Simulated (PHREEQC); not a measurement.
**City or well water**

Model water analysis in mg/kgw, 5.3 °C, pH 7.16, pe 9.9:

```json
[
 {"constituent": "Na", "mg/kgw": "50.8"},
 {"constituent": "K", "mg/kgw": "0.0383"},
 {"constituent": "Ca", "mg/kgw": "55.6"},
 {"constituent": "Mg", "mg/kgw": "27.3"},
 {"constituent": "Cl", "mg/kgw": "4.96"},
 {"constituent": "S(6) as SO4", "mg/kgw": "291"},
 {"constituent": "Alkalinity as HCO3", "mg/kgw": "62"},
 {"constituent": "Pb", "mg/kgw": "3.61"},
 {"constituent": "Li", "mg/kgw": "0.54"}
]
```

Valence states are taken as typed.

Computed with PHREEQC (ion-association model, phreeqc.dat).

No solid was allowed to form.

**Question.** Predict the ionic strength, specific conductance.

**Answer.** ionic strength 0.0113 mol/kgw; specific conductance 433 µS/cm.

**Question.** In which forms is Ca present?

**Answer.** Ca+2 85 %, CaSO4 15 % of the Ca.

The solution is supersaturated, for example in Cerussite, so a real one may precipitate; this is no full list. Constants without temperature data keep their 25 °C values here.
